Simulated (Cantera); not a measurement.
A freely propagating, adiabatic, planar premixed flame of 52.6 % H2, 7.89 % O2, 39.5 % N2, equivalence ratio 3.3, unburnt at 450 K and 4.93 atm; mixture-averaged transport, grid criteria slope 0.08 and curve 0.16, no radiation.

Model: the H2/O2 subset of GRI-Mech 3.0, which has no nitrogen chemistry, integrated in Cantera. The hydrogen kinetics of GRI-Mech 3.0 are dated; newer H2 mechanisms differ, most at raised pressure. Burning velocities carry a grid error of a few per cent, more on coarse grids.

Question: Predict: laminar burning velocity; thermal thickness; peak x(O); peak x(H); peak x(OH).

Answer: 
| Item | Value |
|---|---|
| laminar burning velocity | 242 cm/s |
| thermal thickness | 0.0731 mm |
| peak x(O) | 0.000278 |
| peak x(H) | 0.0167 |
| peak x(OH) | 0.000373 |
